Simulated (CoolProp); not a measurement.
n-dodecane at several states: density (kg/m³) from the reference equation and from simpler models built on Tc = 385.0 °C, pc = 1.818 MPa, ω = 0.574; each cubic takes its own stable root.

Computed with CoolProp (reference Helmholtz-energy equation of state, Lemmon 2004). It is a short technical equation, of lower accuracy than the large ones.

```tsv
T (°C)	p (MPa)	phase	reference	Soave-Redlich-Kwong	Peng-Robinson
327.25	0.843	liquid	462.6	…	410.3
78.85	0.0204	liquid	…	…	641.0
216.25	0.0333	gas	1.426	1.419	1.421
```

Question: Some entries are withheld; supply them.

Answer: 
- 327.25, Soave-Redlich-Kwong: 362.1
- 78.85, reference: 705.8
- 78.85, Soave-Redlich-Kwong: 570.5
